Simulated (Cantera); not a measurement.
Feed: 1 mol Al, 1.5 mol Br2, 6.1 mol N2, held at 1.00 bar.

Method: chemical equilibrium by Gibbs-energy minimisation in Cantera with the NASA 1993 tables (ideal gas, pure condensed phases). Candidate condensed phases: Al, AlBr3, AlN, Br2; 10 gas species. Equilibrium is a limit: real reactors are often held back by kinetics, nucleation or transport.

Question: At 548 K, list the 3 most abundant gas species with their mole fractions, and the condensed phases.

Answer: N2 0.921, Al2Br6 0.0725, AlBr3 0.00603. Condensed: gas only.
